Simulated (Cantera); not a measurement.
## Catalytic stagnation flow on Pt

A jet of CH₄ : O₂ : N₂ = 0.037 : 0.088 : 0.79 (molar parts) at 300 K and 0.320 bar hits a platinum plate 8.9 cm away at a mass flux of 0.031 kg/m²/s; the plate temperature is set and raised in steps from an oxygen-covered start.

Computed with Cantera and Deutschmann's 1995 Pt surface mechanism with GRI-Mech 3.0 gas chemistry. Catalytic surfaces can have several steady states; this one follows from the mechanism file's or the stated starting coverage.

```
plate T (K)  wall x CH₄  wall x O₂  wall x H₂O  wall x OH  wall x CO  wall x CO₂  θ free Pt   θ O*    θ OH*
-----------  ----------  ---------  ----------  ---------  ---------  ----------  ---------  -----  -------
850              0.0189     0.0504      0.0403      <1e-8    4.88e-6      0.0264      0.124  0.873  0.00310
900             0.00899     0.0295      0.0587    2.73e-8    3.50e-6      0.0386      0.205  0.792  0.00366
950             0.00475     0.0206      0.0663    7.35e-8    2.65e-6      0.0437      0.289  0.707  0.00357
1000            0.00292     0.0167      0.0696    1.82e-7    2.26e-6      0.0459      0.370  0.627  0.00324
1050            0.00200     0.0149      0.0711    4.14e-7    2.09e-6      0.0470      0.447  0.551  0.00285
1100            0.00148     0.0138      0.0719    8.67e-7    2.07e-6      0.0475      0.518  0.479  0.00247
1150            0.00116     0.0133      0.0723    1.69e-6    2.16e-6      0.0478      0.584  0.413  0.00213
1200           0.000944     0.0131      0.0725    3.11e-6    2.35e-6      0.0479      0.645  0.353  0.00182
```
x: mole fraction at the wall; θ: surface coverage.
